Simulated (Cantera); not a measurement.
## PbO + C + CO (carbothermic reduction)

Charge: 1 mol PbO, a varied amount of C, 0.089 mol CO, at 1627 °C and 7.90 bar.

These are equilibrium values from Cantera (NASA tables, ideal gas, pure condensed phases), not measurements of a reactor. Candidate condensed phases: C, Pb, PbO, PbO2, Pb3O4; 15 gas species. Gases not in the tables: (PbO)n polymers. Rates play no part.

```json
[
 {"n(C) (mol)": "0.96", "x CO": "0.900", "x Pb": "0.0642", "x CO2": "0.0356", "x Pb2": "0.000194", "x PbO": "3.30e-5", "n Pb(l)": "0.928", "n C(graphite)": "0"},
 {"n(C) (mol)": "1.4", "x CO": "0.935", "x Pb": "0.0642", "x CO2": "0.000293", "x Pb2": "0.000194", "x PbO": "2.61e-7", "n Pb(l)": "0.925", "n C(graphite)": "0.400"},
 {"n(C) (mol)": "1.8", "x CO": "0.935", "x Pb": "0.0642", "x CO2": "0.000293", "x Pb2": "0.000194", "x PbO": "2.61e-7", "n Pb(l)": "0.925", "n C(graphite)": "0.800"},
 {"n(C) (mol)": "2.3", "x CO": "0.935", "x Pb": "0.0642", "x CO2": "0.000293", "x Pb2": "0.000194", "x PbO": "2.61e-7", "n Pb(l)": "0.925", "n C(graphite)": "1.30"},
 {"n(C) (mol)": "2.7", "x CO": "0.935", "x Pb": "0.0642", "x CO2": "0.000293", "x Pb2": "0.000194", "x PbO": "2.61e-7", "n Pb(l)": "0.925", "n C(graphite)": "1.70"},
 {"n(C) (mol)": "3.1", "x CO": "0.935", "x Pb": "0.0642", "x CO2": "0.000293", "x Pb2": "0.000194", "x PbO": "2.61e-7", "n Pb(l)": "0.925", "n C(graphite)": "2.10"},
 {"n(C) (mol)": "3.6", "x CO": "0.935", "x Pb": "0.0642", "x CO2": "0.000293", "x Pb2": "0.000194", "x PbO": "2.61e-7", "n Pb(l)": "0.925", "n C(graphite)": "2.60"},
 {"n(C) (mol)": "4", "x CO": "0.935", "x Pb": "0.0642", "x CO2": "0.000293", "x Pb2": "0.000194", "x PbO": "2.61e-7", "n Pb(l)": "0.925", "n C(graphite)": "3.00"},
 {"n(C) (mol)": "4.4", "x CO": "0.935", "x Pb": "0.0642", "x CO2": "0.000293", "x Pb2": "0.000194", "x PbO": "2.61e-7", "n Pb(l)": "0.925", "n C(graphite)": "3.40"},
 {"n(C) (mol)": "4.9", "x CO": "0.935", "x Pb": "0.0642", "x CO2": "0.000293", "x Pb2": "0.000194", "x PbO": "2.61e-7", "n Pb(l)": "0.925", "n C(graphite)": "3.90"},
 {"n(C) (mol)": "5.3", "x CO": "0.935", "x Pb": "0.0642", "x CO2": "0.000293", "x Pb2": "0.000194", "x PbO": "2.61e-7", "n Pb(l)": "0.925", "n C(graphite)": "4.30"}
]
```
x: gas mole fraction; n: condensed amount in mol.

At 0.96 mol C the condensed part is Pb(l). From 1.4 mol C to 5.3 mol C the condensed part is C(graphite) + Pb(l).
